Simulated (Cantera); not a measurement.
Feed: 1 mol Fe, 0.78 mol O2, 160 mol H2, at 1100 °C and 1.10 mbar.

Cantera equilibrium calculation (NASA polynomials, part measured and part estimated; ideal gas, pure solids and liquids). Candidate condensed phases: Fe, FeO, Fe(OH)2, Fe(OH)3, Fe2O3, Fe3O4, H2O; 12 gas species. Kinetics and transport are ignored.

Base state: H2 0.990, H2O 0.00975, H 9.99e-5 (mole fractions); condensed: Fe(γ).

Task: What changes in the equilibrium state with this change: O2 from 0.78 to 0.0018 mol?

Result: 
```json
[
 {"species": "H2", "before": "0.990", "after": "1.000"},
 {"species": "H", "before": "9.99e-5", "after": "0.000100"},
 {"species": "H2O", "before": "0.00975", "after": "2.25e-5"},
 {"species": "Fe(γ), mol", "before": "0.999", "after": "0.999"}
]
```
